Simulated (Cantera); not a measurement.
# Thermodynamics of abatement and gas-phase synthesis, feed HBr + H₂

A closed system holds: 1 mol HBr, 0.18 mol H₂, at 1.90 mbar.

Equilibrium computed with Cantera from the NASA thermochemical tables; the gas is ideal and each condensed phase is pure. Candidate condensed phases: Br₂; 5 gas species. Kinetics and transport are ignored.

```json
[
 {"T (K)": "2398", "x H": "0.184", "x Br": "0.499", "x H₂": "0.258", "x HBr": "0.0588"},
 {"T (K)": "2448", "x H": "0.221", "x Br": "0.496", "x H₂": "0.235", "x HBr": "0.0474"},
 {"T (K)": "2498", "x H": "0.262", "x Br": "0.491", "x H₂": "0.210", "x HBr": "0.0380"},
 {"T (K)": "2548", "x H": "0.303", "x Br": "0.484", "x H₂": "0.183", "x HBr": "0.0301"},
 {"T (K)": "2598", "x H": "0.345", "x Br": "0.476", "x H₂": "0.156", "x HBr": "0.0237"},
 {"T (K)": "2648", "x H": "0.384", "x Br": "0.468", "x H₂": "0.130", "x HBr": "0.0185"},
 {"T (K)": "2698", "x H": "0.420", "x Br": "0.460", "x H₂": "0.105", "x HBr": "0.0144"},
 {"T (K)": "2748", "x H": "0.452", "x Br": "0.453", "x H₂": "0.0841", "x HBr": "0.0111"},
 {"T (K)": "2798", "x H": "0.479", "x Br": "0.447", "x H₂": "0.0660", "x HBr": "0.00857"},
 {"T (K)": "2848", "x H": "0.501", "x Br": "0.442", "x H₂": "0.0511", "x HBr": "0.00661"}
]
```
x: gas mole fraction; nothing condenses.

From 2398 K to 2848 K nothing is condensed.
